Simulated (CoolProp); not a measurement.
The fluid at 478.38 K and 0.158 MPa is throttled through a valve to 0.0621 MPa with no heat exchange. The same conditions are run with several fluids, on thermodynamics alone (safety and materials aside).

Model: reference Helmholtz-energy equation of state of each fluid (methane: Setzmann 1991; R113: Marx 1992; cis-2-butene: Lemmon 2005; dimethyl carbonate: Zhou 2011; carbonyl sulfide: Lemmon 2006), in CoolProp.

| fluid | temperature change (K) | final density (kg/m³) |
|---|---|---|
| methane | -0.1 | 0.251 |
| R113 | -0.9 | 2.95 |
| cis-2-butene | -0.6 | 0.880 |
| dimethyl carbonate | -1.0 | 1.42 |
| carbonyl sulfide | -0.7 | 0.941 |
